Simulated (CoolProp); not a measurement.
Vapour-liquid equilibrium of R245fa (1) + isopentane (2) at 333.3 K; x and y are mole fractions of (1).

The numbers come from the multi-fluid Helmholtz-energy mixture model, Akasaka 2015 and Lemmon 2006; pair parameters Bell 2016 in CoolProp.

| x | bubble pressure (kPa) | y at the bubble point | dew pressure at overall composition x (kPa) | liquid density (mol/L) |
|---|---|---|---|---|
| 0.05 | 330.6 | 0.195 | 287.0 | 8.017 |
| 0.2 | 451.5 | 0.467 | 332.4 | 8.068 |
| 0.35 | 515.7 | 0.579 | 392.2 | 8.143 |
| 0.5 | 545.2 | 0.639 | 470.1 | 8.259 |
| 0.65 | 556.3 | 0.684 | 549.0 | 8.441 |
| 0.8 | 552.5 | 0.741 | 536.8 | 8.710 |
| 0.95 | 506.4 | 0.886 | 482.7 | 9.079 |

y crosses x between x = 0.65 and 0.8: the model has an azeotrope there.

Pair parameters are fitted to limited data, so mixtures are less certain than the pure fluids. With so large a gap from Raoult's law the liquid may split in two, which this calculation doesn't test in full.
